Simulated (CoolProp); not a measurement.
The numbers come from the reference Helmholtz-energy equation of state, Lemmon 2006 in CoolProp. It is a short technical equation, of lower accuracy than the large ones.

Problem. For CH3F (R41), give the phase and the density (kg/m³), cp (kJ/(kg K)), cv (kJ/(kg K)), speed of sound (m/s) at 350.7 K and 20.4 bar; 350.7 K and 47.7 bar.

Solution. 
- 350.7 K and 20.4 bar: gas; density 26.5, cp 1.41, cv 1.02, speed of sound 309
- 350.7 K and 47.7 bar: gas; density 74.4, cp 1.93, cv 1.13, speed of sound 282
